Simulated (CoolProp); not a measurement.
Tetrahydrofuran along the isotherm 526.8 K: Z from the reference equation and from simpler models built on Tc = 540.2 K, pc = 5.304 MPa, ω = 0.234; each cubic takes its own stable root.

Values from CoolProp's reference Helmholtz-energy equation of state, Fiedler 2023.

| p (MPa) | phase | reference |
|---|---|---|
| 3.54 | gas | 0.6658 |
| 7.07 | liquid | 0.2084 |
| 10.6 | liquid | 0.2942 |
| 14.1 | liquid | 0.3772 |
| 17.7 | liquid | 0.4604 |
| 21.2 | liquid | 0.5395 |
| 24.8 | liquid | 0.6195 |
| 28.3 | liquid | 0.6959 |
| 31.8 | liquid | 0.7712 |
| 35.4 | liquid | 0.8477 |
| 38.9 | liquid | 0.9211 |
| 42.4 | liquid | 0.9937 |
| 46 | liquid | 1.068 |
| 49.5 | liquid | 1.139 |
| 53 | liquid | 1.209 |

Question: How far does each simpler model (van der Waals, Redlich-Kwong, Soave-Redlich-Kwong) lie from the reference over these 15 states: mean and median of the absolute difference, and the worst?

Answer: 
- van der Waals: mean 38.2 %, median 38.6 %, worst +50.1 % at 526.8 K and 7.07 MPa
- Redlich-Kwong: mean 8.3 %, median 6.7 %, worst +20.4 % at 526.8 K and 7.07 MPa
- Soave-Redlich-Kwong: mean 7.7 %, median 6.3 %, worst +18.5 % at 526.8 K and 7.07 MPa
